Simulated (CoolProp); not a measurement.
The numbers come from the reference Helmholtz-energy equation of state, Schroeder 2014 in CoolProp.

### Question
Give the vapour pressure (bar), vapour density (kg/m³), enthalpy of vaporisation (kJ/kg) of saturated ethanol at 382.9, 406.2 K.

### Answer
```tsv
T (K)	p (bar)	vapour density (kg/m³)	enthalpy of vaporisation (kJ/kg)
382.9	3.10	4.81	791
406.2	6.25	9.53	736
```
